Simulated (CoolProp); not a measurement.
Vapour-liquid equilibrium of toluene (1) + ethylbenzene (2) at 0.00643 MPa; x and y are mole fractions of (1).

Model: multi-fluid Helmholtz-energy mixture model, Lemmon 2006 and Zhou 2012; pair parameters Bell 2016, in CoolProp.

```json
[
 {"x": "0.05", "bubble temperature (K)": "328.3", "y at the bubble point": "0.121", "dew temperature at overall composition x (K)": "329.3", "liquid density (mol/L)": "7.926"},
 {"x": "0.2", "bubble temperature (K)": "324.0", "y at the bubble point": "0.389", "dew temperature at overall composition x (K)": "327.1", "liquid density (mol/L)": "8.125"},
 {"x": "0.35", "bubble temperature (K)": "320.4", "y at the bubble point": "0.577", "dew temperature at overall composition x (K)": "324.6", "liquid density (mol/L)": "8.326"},
 {"x": "0.5", "bubble temperature (K)": "317.4", "y at the bubble point": "0.720", "dew temperature at overall composition x (K)": "322.0", "liquid density (mol/L)": "8.530"},
 {"x": "0.65", "bubble temperature (K)": "314.5", "y at the bubble point": "0.832", "dew temperature at overall composition x (K)": "318.9", "liquid density (mol/L)": "8.740"},
 {"x": "0.8", "bubble temperature (K)": "311.9", "y at the bubble point": "0.918", "dew temperature at overall composition x (K)": "315.4", "liquid density (mol/L)": "8.956"},
 {"x": "0.95", "bubble temperature (K)": "309.5", "y at the bubble point": "0.983", "dew temperature at overall composition x (K)": "310.8", "liquid density (mol/L)": "9.175"}
]
```

No azeotrope shows between x = 0.05 and 0.95.

The pair parameters rest on a limited set of measurements; away from them the model extrapolates.
